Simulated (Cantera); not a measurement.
Input (Python, Cantera):

```python
import numpy as np
import cantera as ct

gas = ct.Solution("h2o2.yaml")
gas.TPX = 1300, 1100, {'H2': 0.016, 'O2': 1, 'N2': 1.9}
reactor = ct.IdealGasConstPressureReactor(gas, energy="off", clone=False)
net = ct.ReactorNet([reactor])
net.rtol, net.atol = 1e-08, 1e-18
show = ['H2', 'O2', 'H2O2', 'H2O', 'HO2', 'H', 'O']
times = np.geomspace(1e-05, 6, 15)

steps = ct.SolutionArray(gas, extra=["t"])
rows = []
print(f"{'t/s':>10s}{'T/K':>9s}{'P/Pa':>11s}" + "".join(f"{s:>11s}" for s in show))
for t in times:
    while net.time < t:
        t_next = net.step()
        steps.append(gas.state, t=t_next)
    rows.append([np.interp(t, steps.t, y) for y in (steps.T, steps.P, *steps(*show).X.T)])
    print(f"{t:10.3e}{rows[-1][0]:9.1f}{rows[-1][1]:11.4g}" + "".join(f"{x:11.3e}" for x in rows[-1][2:]))
rate = np.gradient(steps.T, steps.t)
print("integrator steps:", len(steps.t))
if steps.T.max() > steps.T[0] + 200:
    print(f"time of steepest temperature rise: {steps.t[rate.argmax()]:.4e} s")
gas.TPX = 1300, 1100, {'H2': 0.016, 'O2': 1, 'N2': 1.9}
gas.equilibrate("TP")
print(f"equilibrium (TP): T = {gas.T:.1f} K  " + "  ".join(f"{s} {gas[s].X[0]:.3e}" for s in show))
```

Output:

```
       t/s      T/K       P/Pa         H2         O2       H2O2        H2O        HO2          H          O
 1.000e-05   1300.0       1100  5.487e-03  3.429e-01  3.376e-16  2.209e-14  8.162e-11  7.757e-11  4.065e-12
 2.587e-05   1300.0       1100  5.487e-03  3.429e-01  2.255e-15  3.653e-13  2.111e-10  1.857e-10  2.574e-11
 6.690e-05   1300.0       1100  5.487e-03  3.429e-01  1.502e-14  5.668e-12  5.461e-10  4.006e-10  1.509e-10
 1.731e-04   1300.0       1100  5.487e-03  3.429e-01  9.958e-14  7.715e-11  1.413e-09  7.254e-10  7.637e-10
 4.476e-04   1300.0       1100  5.487e-03  3.429e-01  6.523e-13  8.724e-10  3.654e-09  1.234e-09  3.290e-09
 1.158e-03   1300.0       1100  5.487e-03  3.429e-01  4.135e-12  9.253e-09  9.451e-09  3.164e-09  1.553e-08
 2.995e-03   1300.0       1100  5.487e-03  3.429e-01  2.427e-11  1.607e-07  2.455e-08  2.506e-08  1.600e-07
 7.746e-03   1300.0       1100  5.444e-03  3.429e-01  1.497e-10  3.062e-05  9.737e-08  4.035e-06  2.659e-05
 2.004e-02   1300.0       1100  8.256e-05  3.379e-01  8.572e-09  4.894e-03  3.038e-07  3.410e-04  4.467e-03
 5.182e-02   1300.0       1100  3.301e-05  3.380e-01  6.052e-09  5.042e-03  2.616e-07  2.730e-04  4.451e-03
 1.340e-01   1300.0       1100  2.985e-05  3.383e-01  5.927e-09  5.080e-03  2.500e-07  2.332e-04  3.999e-03
 3.467e-01   1300.0       1100  2.341e-05  3.389e-01  5.591e-09  5.156e-03  2.235e-07  1.598e-04  3.098e-03
 8.968e-01   1300.0       1100  1.376e-05  3.398e-01  4.750e-09  5.268e-03  1.720e-07  7.065e-05  1.788e-03
 2.320e+00   1300.0       1100  5.250e-06  3.406e-01  3.163e-09  5.376e-03  1.012e-07  1.636e-05  6.711e-04
 6.000e+00   1300.0       1100  1.342e-06  3.410e-01  1.429e-09  5.443e-03  4.239e-08  2.097e-06  1.700e-04
integrator steps: 988
equilibrium (TP): T = 1300.0 K  H2 7.841e-09  O2 3.411e-01  H2O2 1.847e-11  H2O 5.498e-03  HO2 4.092e-09  H 9.403e-10  O 9.915e-07
```

Cantera simulation using the H2/O2 subset of GRI-Mech 3.0, which has no nitrogen chemistry; the numbers are that mechanism's predictions, not measurements. Radical loss at walls, strong at low pressure, is not modelled.
